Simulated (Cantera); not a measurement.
Cantera run:

```python
import numpy as np
import cantera as ct

gas_names = [...]  # 113 gases of nasa_gas.yaml made of C, Cu, H, O
cond_names = """
    C(gr) C6H6(L) C7H8(L) C8H18(L),n-octa Cu(cr) Cu(L) CuO(s) CuO2H2(s) Cu2O(s) Cu2O(L) H2O(s) H2O(L)
""".split()


# ... load() reads the species with a 1 bar reference pressure and builds the phases ...
atoms = {
    'Cu2O': {'Cu': 2, 'O': 1},
    'CH4': {'C': 1, 'H': 4},
    'H2': {'H': 2},
}
top_T = {'C(gr)': 4500, 'CuO(s)': 1390}  # K; cautious upper limits of use, not melting points


# ... equilibrate(T, P, feed) seeds the gas with the atoms and calls Mixture.equilibrate('TP', solver="vcs", rtol=1e-11, max_steps=5000) ...
results = []
feed = {'Cu2O': 1, 'CH4': 0.85, 'H2': 3.4}  # mol
P = 101325  # Pa
for T in [1498, 1598, 1698, 1798, 1898, 1998, 2098, 2198]:
    mix = equilibrate(T, P, feed)
    results.append((T, P, feed, dict(zip(mix.species_names, mix.species_moles))))
    x = sorted(zip(gas.X, gas.species_names), reverse=True)
    print(f"T = {T:g} K  P = {P:g} Pa  gas = {mix.phase_moles(0):.4g} mol")
    print("   x: " + "  ".join(f"{s} {v:.3e}" for v, s in x if v > 1e-05))
    print("   condensed (mol): " + ("  ".join(f"{mix.phase(i).name} {mix.phase_moles(i):.4g}"
          for i in range(1, mix.n_phases) if mix.phase_moles(i) > 1e-12) or "none"))
```

It prints:

```
T = 1498 K  P = 101325 Pa  gas = 5.95 mol
   x: H2 8.334e-01  CO 1.413e-01  H2O 2.367e-02  CO2 1.556e-03  CH4 1.604e-05  H 1.559e-05
   condensed (mol): Cu(L) 2
T = 1598 K  P = 101325 Pa  gas = 5.95 mol
   x: H2 8.332e-01  CO 1.415e-01  H2O 2.386e-02  CO2 1.352e-03  H 4.827e-05  Cu 3.810e-05
   condensed (mol): Cu(L) 2
T = 1698 K  P = 101325 Pa  gas = 5.951 mol
   x: H2 8.329e-01  CO 1.416e-01  H2O 2.401e-02  CO2 1.197e-03  Cu 1.527e-04  H 1.311e-04
   condensed (mol): Cu(L) 1.999
T = 1798 K  P = 101325 Pa  gas = 5.954 mol
   x: H2 8.323e-01  CO 1.417e-01  H2O 2.412e-02  CO2 1.077e-03  Cu 5.222e-04  H 3.191e-04
   condensed (mol): Cu(L) 1.997
T = 1898 K  P = 101325 Pa  gas = 5.961 mol
   x: H2 8.310e-01  CO 1.416e-01  H2O 2.418e-02  Cu 1.562e-03  CO2 9.806e-04  H 7.079e-04
   condensed (mol): Cu(L) 1.991
T = 1998 K  P = 101325 Pa  gas = 5.979 mol
   x: H2 8.280e-01  CO 1.413e-01  H2O 2.418e-02  Cu 4.171e-03  H 1.450e-03  CO2 9.014e-04  Cu2 1.712e-05
   condensed (mol): Cu(L) 1.975
T = 2098 K  P = 101325 Pa  gas = 6.02 mol
   x: H2 8.218e-01  CO 1.404e-01  H2O 2.408e-02  Cu 1.011e-02  H 2.771e-03  CO2 8.335e-04  Cu2 5.733e-05
   condensed (mol): Cu(L) 1.938
T = 2198 K  P = 101325 Pa  gas = 6.104 mol
   x: H2 8.092e-01  CO 1.385e-01  H2O 2.378e-02  Cu 2.255e-02  H 4.977e-03  CO2 7.715e-04  Cu2 1.708e-04  OH 2.035e-05
   condensed (mol): Cu(L) 1.86
```

Equilibrium computed with Cantera from the NASA thermochemical tables; the gas is ideal and each condensed phase is pure.
